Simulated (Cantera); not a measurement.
Thermodynamics of silicon oxide and oxynitride deposition, feed HMDSO + NO + CO₂

Charge: 1 mol HMDSO, 0.29 mol NO, 5.2 mol CO₂, held at 7.50 Torr.

Cantera equilibrium calculation (NASA polynomials, part measured and part estimated; ideal gas, pure solids and liquids). Candidate condensed phases: C, C₆H₆, C₇H₈, C₈H₁₈, H₂O, Si, SiC, SiO₂, Si₂N₂O, Si₃N₄; 151 gas species. The feed counts by its element totals alone. Mutual solubility and eutectic melting of coexisting phases are not modelled. The tables hold silica as quartz up to 1696 K and as liquid above; real silica turns to tridymite and cristobalite and melts near 1996 K. Gases not in the tables: Si₂H₆ and higher silanes. Kinetics and transport are ignored.

```
T (K)  log p H₂  log p CO  log p SiO  log p H  log p N₂  log p CO₂  log p Si  log p H₂O  n C(graphite)  n SiO₂(β-quartz)  n SiC(s)  n Si₂N₂O(s)
-----  --------  --------  ---------  -------  --------  ---------  --------  ---------  -------------  ----------------  --------  -----------
923       -2.27     -2.35       <-14   -10.75     -4.06      -4.20      <-14      -4.43           3.66              2.00         0            0
1123      -2.27     -2.34     -11.62    -8.51     -4.06      -5.90      <-14      -5.79           3.51              2.00         0            0
1323      -2.27     -2.34      -6.82    -6.94     -4.07      -7.08    -13.94      -6.75           3.51              2.00         0            0
1523      -2.34     -2.28      -3.89    -5.80     -4.49      -7.30     -9.31      -6.93              0             0.581      1.00       0.0820
1723      -2.37     -2.30      -3.22    -4.92     -4.16      -7.80     -7.07      -7.32              0                 0     0.754            0
1923      -2.37     -2.30      -3.23    -4.21     -4.16      -8.43     -5.57      -7.87              0                 0     0.750            0
2123      -2.38     -2.31      -3.25    -3.64     -4.18      -8.96     -4.36      -8.33              0                 0     0.693            0
```
log p: log10 of the partial pressure in bar; n: condensed amount in mol.

From 923 K to 1323 K the condensed part is C(graphite) + SiO₂(β-quartz). At 1523 K the condensed part is SiC(s) + SiO₂(β-quartz) + Si₂N₂O(s). From 1723 K to 2123 K the condensed part is SiC(s).
